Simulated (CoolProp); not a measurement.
Saturation properties of C3F8 (R218).

Values from CoolProp's reference Helmholtz-energy equation of state, Lemmon 2006. It is a short technical equation, of lower accuracy than the large ones.

```json
[
 {"T (°C)": "-53.05", "p (MPa)": "0.04551", "enthalpy of vaporisation (kJ/kg)": "110.8", "vapour Z": "0.9689", "liquid conductivity (mW/(m K))": "66.4"},
 {"T (°C)": "-39.85", "p (MPa)": "0.08803", "enthalpy of vaporisation (kJ/kg)": "106.3", "vapour Z": "0.9515", "liquid conductivity (mW/(m K))": "62.9"},
 {"T (°C)": "-26.55", "p (MPa)": "0.1575", "enthalpy of vaporisation (kJ/kg)": "101.3", "vapour Z": "0.9283", "liquid conductivity (mW/(m K))": "59.2"},
 {"T (°C)": "-13.35", "p (MPa)": "0.2620", "enthalpy of vaporisation (kJ/kg)": "95.88", "vapour Z": "0.8989", "liquid conductivity (mW/(m K))": "55.6"},
 {"T (°C)": "-0.05", "p (MPa)": "0.4138", "enthalpy of vaporisation (kJ/kg)": "89.84", "vapour Z": "0.8620", "liquid conductivity (mW/(m K))": "52.0"},
 {"T (°C)": "13.25", "p (MPa)": "0.6237", "enthalpy of vaporisation (kJ/kg)": "82.99", "vapour Z": "0.8165", "liquid conductivity (mW/(m K))": "48.4"},
 {"T (°C)": "26.45", "p (MPa)": "0.9018", "enthalpy of vaporisation (kJ/kg)": "75.07", "vapour Z": "0.7608", "liquid conductivity (mW/(m K))": "44.9"},
 {"T (°C)": "39.75", "p (MPa)": "1.267", "enthalpy of vaporisation (kJ/kg)": "65.39", "vapour Z": "0.6902", "liquid conductivity (mW/(m K))": "41.6"},
 {"T (°C)": "53.05", "p (MPa)": "1.736", "enthalpy of vaporisation (kJ/kg)": "52.67", "vapour Z": "0.5966", "liquid conductivity (mW/(m K))": "38.5"},
 {"T (°C)": "66.25", "p (MPa)": "2.332", "enthalpy of vaporisation (kJ/kg)": "32.03", "vapour Z": "0.4514", "liquid conductivity (mW/(m K))": "37.2"}
]
```

It boils at -36.8 °C under 1 atm.

Thermal conductivity comes from a separate model (Huber 2003), an estimate that may be off by 10 % or more.
